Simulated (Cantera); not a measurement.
Standard-state values (1 bar) from the NASA 1993 polynomials, evaluated with Cantera. Values are per mole of reaction as written; species without (g) are pure solids or liquids, kept so even where they would boil at 1 bar.

2 NO2(g) + 3 TiO(g) = 3 TiO2 + N2O(g)

```
T (K)  ΔH° (kJ)  ΔS° (J/K)  ΔG° (kJ)  log10 K  condensed phases
-----  --------  ---------  --------  -------  ----------------
1475          …          …         …        …      TiO2(rutile)
1625          …          …         …        …      TiO2(rutile)
1775    -2896.8     -709.9   -1636.6    48.16      TiO2(rutile)
1925          …          …         …        …      TiO2(rutile)
2075    -2877.3     -699.8   -1425.2    35.88      TiO2(rutile)
2225    -2660.6     -598.2   -1329.7    31.22           TiO2(l)
```

### Question
What belongs in the gaps?

### Answer

- 1475, ΔH° (kJ): -2916.0
- 1475, ΔS° (J/K): -721.8
- 1475, ΔG° (kJ): -1851.4
- 1475, log10 K: 65.56
- 1625, ΔH° (kJ): -2906.4
- 1625, ΔS° (J/K): -715.6
- 1625, ΔG° (kJ): -1743.6
- 1625, log10 K: 56.04
- 1925, ΔH° (kJ): -2887.1
- 1925, ΔS° (J/K): -704.7
- 1925, ΔG° (kJ): -1530.5
- 1925, log10 K: 41.53
